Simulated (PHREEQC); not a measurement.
Model water analysis in mmol/kgw, 30 °C, pH 4.12, pe 11.5: Na 14; K 0.152; Ca 12.2; Mg 18.6; Cl 1.74; S(6) 35.9; Pb 0.0191; O(0) (counted as O atoms) 0.116.

Valence states are taken as typed.

The numbers come from PHREEQC with the ion-association model, wateq4f.dat.

Precipitation was switched off in this run.

Problem. Estimate the ionic strength, charge-balance error.

Solution. ionic strength 0.0845 mol/kgw; charge-balance error 2.6 %.

Problem. In which forms is Ca present?

Solution. Ca+2 59 %, CaSO4 41 % of the Ca.

Examples of supersaturated solids here: Anglesite. Others may be too.
